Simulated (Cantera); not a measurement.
Input: 1 mol ZrO₂, 1.6 mol H₂, 0.14 mol H₂O, equilibrated at 3.00 mbar.

Equilibrium computed with Cantera from the NASA thermochemical tables; the gas is ideal and each condensed phase is pure. Candidate condensed phases: H₂O, Zr, ZrO₂; 12 gas species. Equilibrium is a limit: real reactors are often held back by kinetics, nucleation or transport.

Q: At 1648 K, list the 3 most abundant gas species with their mole fractions, and the condensed phases.

A: H₂ 0.918, H₂O 0.0804, H 0.00156. Condensed: ZrO₂(tetragonal).
